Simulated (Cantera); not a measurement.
Input: 1 mol BF3, 0.59 mol O2, 22 mol N2, at 188 Torr.

Method: chemical equilibrium by Gibbs-energy minimisation in Cantera with the NASA 1993 tables (ideal gas, pure condensed phases). Candidate condensed phases: B, BN, B2O3; 31 gas species. Equilibrium is a limit: real reactors are often held back by kinetics, nucleation or transport. All values below are at 1398 K.

Base state: N2 0.932, BF3 0.0424, O2 0.0249, NO 0.000268 (mole fractions); condensed: gas only.

### Question
What changes in the equilibrium state with this change: BF3 replaced by borazine?

### Answer
| species | before | after |
|---|---|---|
| N2 | 0.932 | 0.882 |
| H2 | 0 | 0.117 |
| H2O | 0 | 0.000577 |
| BF3 | 0.0424 | 0 |
| O2 | 0.0249 | <1e-9 |
| HBO2 | 0 | 0.000440 |
| NO | 0.000268 | <1e-9 |
| HBO | 0 | 2.47e-5 |
| BN(s), mol | 0 | 2.23 |
| B2O3(l), mol | 0 | 0.381 |
The feed counts by its element totals alone. Mutual solubility and eutectic melting of coexisting phases are not modelled. Gases not in the tables: H3BO3. Further candidate phases: B3O3H3, H2O.
